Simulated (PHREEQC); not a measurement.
1 kg of water holding 7.4 mmol/kgw CaCl2, 84 mmol/kgw SrCl2, 55 mmol/kgw MgCl2 and 33 mmol/kgw NaCl is evaporated at 25 °C; the solids stay in contact with the brine. The system is closed to CO2. The run lets Bischofite, Brucite, Halite, Portlandite, MgCl2_4H2O precipitate or redissolve, and no other solid.

The series has 19 steps of water left (kg), from 1 to 0.0293.

The numbers come from PHREEQC with the Pitzer model, pitzer.dat.

Task: Which solids form, in which order, and at which step of the series does each first stand?

Result: Halite from water left = 0.03564 kg.

Complexes and solids missing from the database can't appear.
